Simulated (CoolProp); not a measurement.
Saturation properties of n-pentane (Tc = 196.5 °C, pc = 3368 kPa, ω = 0.251).

Model: reference Helmholtz-energy equation of state, Thol 2019, in CoolProp.

```
T (°C)  p (kPa)  liquid density (kg/m³)  liquid cp (kJ/(kg K))  vapour Z  vapour viscosity (µPa s)  liquid conductivity (mW/(m K))
------  -------  ----------------------  ---------------------  --------  ------------------------  ------------------------------
86.85     436.3                   553.6                  2.649    0.8775                      7.78                            91.3
94.65     524.9                   543.9                  2.701       ___                      7.90                            89.1
102.45    626.4                   533.9                  2.756       ___                      8.01                            86.9
110.35    743.3                     ___                    ___    0.8222                      8.12                            84.9
118.15    874.1                   512.3                  2.881    0.8007                       ___                            82.9
125.95     1021                   500.8                  2.954    0.7773                      8.34                            81.1
133.75      ___                   488.5                  3.036    0.7520                      8.45                            79.4
141.65     1372                   475.3                  3.134    0.7239                      8.57                            77.9
```

**Question.** Fill in the missing entries.

**Answer.** 
- 94.65, vapour Z: 0.8606
- 102.45, vapour Z: 0.8423
- 110.35, liquid density (kg/m³): 523.3
- 110.35, liquid cp (kJ/(kg K)): 2.816
- 118.15, vapour viscosity (µPa s): 8.23
- 133.75, p (kPa): 1186

It boils at 36.1 °C under 1 atm.

Viscosity comes from a separate model (Quiñones-Cisneros 2006), older than the equation that it now runs on, and unchecked against measurements. Thermal conductivity comes from a separate model (Vassiliou 2015).
